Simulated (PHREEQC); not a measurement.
0.021 g of hydrous ferric oxide (600 m²/g; 0.2 weak and 0.005 strong sites per Fe, Dzombak-Morel constants, diffuse double layer) in 1 kg of water with 0.001 mol/kgw of an inert sodium salt and 6.2e-07 mol MgCl2 and 8.2e-06 mol H3BO3, at 25 °C; the pH is set by adding NaOH or the inert anion's acid. Oxygen alone is held at its pressure in air (log pO2 = -0.68). No CO2 enters from the air. No solid was allowed to form.

All values are PHREEQC results (ion-association model, wateq4f.dat), not measurements.

```
pH     Mg sorbed (%)  B sorbed (%)  surface charge σ (C/m²)  surface potential ψ (mV)
-----  -------------  ------------  -----------------------  ------------------------
4                0.0           0.0                    0.117                       210
4.67             0.0           0.0                    0.067                       184
5.33             0.0           0.0                    0.037                       154
6                0.0           0.0                    0.019                       119
6.67             0.0           0.0                    0.009                        83
7.33             0.3           0.0                    0.004                (withheld)
8         (withheld)           0.0                    0.000                         6
8.67            55.6           0.0                   -0.002                       -32
9.33      (withheld)           0.0                   -0.007                       -69
10              99.8           0.0               (withheld)                      -106
10.67          100.0           0.0               (withheld)                      -140
11.33          100.0           0.0                   -0.083                      -165
12             100.0           0.0                   -0.196                      -175
```

Question: Some entries are withheld; supply them.

Answer: 
- 7.33, surface potential ψ (mV): 45
- 8, Mg sorbed (%): 5.8
- 9.33, Mg sorbed (%): 96.0
- 10, surface charge σ (C/m²): -0.015
- 10.67, surface charge σ (C/m²): -0.034

Species that the database lacks are ignored.
